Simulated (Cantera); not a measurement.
Input (Python, Cantera):

```python
import numpy as np
import cantera as ct

gas = ct.Solution("gri30.yaml")
gas.TPX = 1000, 29000, {'N2O': 1, 'N2': 7.9}
reactor = ct.IdealGasConstPressureReactor(gas, energy="off", clone=False)
net = ct.ReactorNet([reactor])
net.rtol, net.atol = 1e-08, 1e-18
show = ['N2O', 'NO2', 'O2', 'NO', 'N2', 'O']
times = np.geomspace(4e-05, 100, 15)

steps = ct.SolutionArray(gas, extra=["t"])
rows = []
print(f"{'t/s':>10s}{'T/K':>9s}{'P/Pa':>11s}" + "".join(f"{s:>11s}" for s in show))
for t in times:
    while net.time < t:
        t_next = net.step()
        steps.append(gas.state, t=t_next)
    rows.append([np.interp(t, steps.t, y) for y in (steps.T, steps.P, *steps(*show).X.T)])
    print(f"{t:10.3e}{rows[-1][0]:9.1f}{rows[-1][1]:11.4g}" + "".join(f"{x:11.3e}" for x in rows[-1][2:]))
rate = np.gradient(steps.T, steps.t)
print("integrator steps:", len(steps.t))
if steps.T.max() > steps.T[0] + 200:
    print(f"time of steepest temperature rise: {steps.t[rate.argmax()]:.4e} s")
gas.TPX = 1000, 29000, {'N2O': 1, 'N2': 7.9}
gas.equilibrate("TP")
print(f"equilibrium (TP): T = {gas.T:.1f} K  " + "  ".join(f"{s} {gas[s].X[0]:.3e}" for s in show))
```

It prints:

```
       t/s      T/K       P/Pa        N2O        NO2         O2         NO         N2          O
 4.000e-05   1000.0    2.9e+04  1.124e-01  4.877e-20  1.896e-10  1.579e-11  8.876e-01  3.896e-09
 1.146e-04   1000.0    2.9e+04  1.124e-01  2.850e-18  1.460e-09  1.216e-10  8.876e-01  1.020e-08
 3.281e-04   1000.0    2.9e+04  1.124e-01  1.377e-16  1.018e-08  8.478e-10  8.876e-01  2.298e-08
 9.398e-04   1000.0    2.9e+04  1.124e-01  4.251e-15  5.658e-08  4.711e-09  8.876e-01  3.725e-08
 2.692e-03   1000.0    2.9e+04  1.124e-01  6.713e-14  2.249e-07  1.873e-08  8.876e-01  4.121e-08
 7.710e-03   1000.0    2.9e+04  1.124e-01  6.841e-13  7.179e-07  5.977e-08  8.876e-01  4.126e-08
 2.208e-02   1000.0    2.9e+04  1.124e-01  6.006e-12  2.130e-06  1.773e-07  8.876e-01  4.126e-08
 6.325e-02   1000.0    2.9e+04  1.123e-01  5.002e-11  6.174e-06  5.140e-07  8.876e-01  4.126e-08
 1.811e-01   1000.0    2.9e+04  1.123e-01  4.030e-10  1.775e-05  1.478e-06  8.877e-01  4.126e-08
 5.188e-01   1000.0    2.9e+04  1.122e-01  3.093e-09  5.091e-05  4.235e-06  8.877e-01  4.125e-08
 1.486e+00   1000.0    2.9e+04  1.120e-01  2.110e-08  1.457e-04  1.211e-05  8.878e-01  4.124e-08
 4.256e+00   1000.0    2.9e+04  1.114e-01  1.118e-07  4.161e-04  3.453e-05  8.881e-01  4.119e-08
 1.219e+01   1000.0    2.9e+04  1.098e-01  4.215e-07  1.181e-03  9.781e-05  8.890e-01  4.102e-08
 3.491e+01   1000.0    2.9e+04  1.051e-01  1.287e-06  3.299e-03  2.722e-04  8.913e-01  4.055e-08
 1.000e+02   1000.0    2.9e+04  9.300e-02  3.511e-06  8.802e-03  7.202e-04  8.975e-01  3.919e-08
integrator steps: 551
equilibrium (TP): T = 1000.0 K  N2O 8.417e-10  NO2 2.522e-07  O2 5.318e-02  NO 1.735e-05  N2 9.468e-01  O 6.777e-11
```

Detailed kinetics in Cantera: GRI-Mech 3.0 (53 species, 325 reactions). GRI-Mech 3.0 was tuned for natural gas; its chemistry of N2O as a main component is partial and can be far from experiment. The mechanism lacks the step 2 NO + O2 → 2 NO2, which can matter for NO2 below about 1400 K. The temperature is held fixed by assumption; the heat of reaction is taken as removed at once.
